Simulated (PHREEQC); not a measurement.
Dissolve 0.00051 mol CaSO4, 0.00013 mol Na2HPO4 and 6.9e-05 mol KCl per kg of water at 25 °C. Closed to the air; pH follows from the charge balance.

All values are PHREEQC results (ion-association model, phreeqc.dat), not measurements.

| quantity | before | after |
|---|---|---|
| pH | 8.21 | 8.26 |
| Ca+2 (mol/kgw) | 0.000461 | 0.000240 |
| HPO4-2 (mol/kgw) | 9.85e-5 | 5.33e-5 |
| CaSO4 (mol/kgw) | 2.61e-5 | 7.76e-6 |
| CaHPO4 (mol/kgw) | 1.64e-5 | 5.16e-6 |
| SI of Gypsum (CaSO4:2H2O) | -2.25 | -2.78 |
| SI of Hydroxyapatite (Ca5(PO4)3OH) | +6.84 | +5.01 |

Name the change that produced these shifts.
A. 0.00039 mol/kgw MgSO4 added
B. CaSO4 from 0.00051 to 0.000765 mol/kgw
C. KCl from 6.9e-05 to 0.000345 mol/kgw
D. Na2HPO4 from 0.00013 to 0.000195 mol/kgw
E. diluted 2-fold with water

E, diluted 2-fold with water

This is a speciation only: nothing precipitates in the calculation. Some of these states are supersaturated (in Hydroxyapatite, for instance).
